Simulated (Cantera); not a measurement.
**Reactions in the system C-Cl-H-Ti**

Standard-state values (1 bar) from the NASA 1993 polynomials, evaluated with Cantera. Values are per mole of reaction as written; species without (g) are pure solids or liquids, kept so even where they would boil at 1 bar. TiC: taken at fixed stoichiometry.

2 TiC + 4 HCl(g) → Ti + TiCl4 + C2H4(g)

| T (K) | ΔH° (kJ) | ΔS° (J/K) | ΔG° (kJ) | log10 K |
|---|---|---|---|---|
| 448 | -10.1 | -282.3 | 116.4 | -13.57 |
| 473 | -9.4 | -280.8 | 123.4 | -13.63 |
| 498 | -8.7 | -279.3 | 130.4 | -13.68 |
| 523 | -7.9 | -277.8 | 137.4 | -13.72 |
| 548 | -7.1 | -276.4 | 144.3 | -13.76 |
